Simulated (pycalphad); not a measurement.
## Effect of B content in Ti-Hf-B

Source of the numbers: pycalphad with the COST 507 light-alloy database (1999); pressure 1 atm. The data set is of 1999 and partly superseded. Phase fractions are per mole of atoms. Diffusion is slow at the low end, where real alloys seldom reach equilibrium.

```csv
alloy,liquidus (°C),first solid,solidus (°C),phases at 577 °C
Ti-0.63Hf-2.98B (at.%),…,…,1541,…
Ti-0.63Hf-11.93B (at.%),1631,BM,1541,"HCP_A3 0.76, BM 0.24"
Ti-0.63Hf-23.86B (at.%),1814,BM,1541,"HCP_A3 0.52, BM 0.48"
```

Question: Complete the blanks.

Answer: 
- Ti-0.63Hf-2.98B (at.%), liquidus (°C): 1605
- Ti-0.63Hf-2.98B (at.%), first solid: BCC_A2
- Ti-0.63Hf-2.98B (at.%), phases at 577 °C: HCP_A3 0.94, BM 0.06

Database names, with the compositions (at.%) that they take in these runs: BM: Ti 50 B 50. BCC_A2 is bcc; HCP_A3 is hcp.
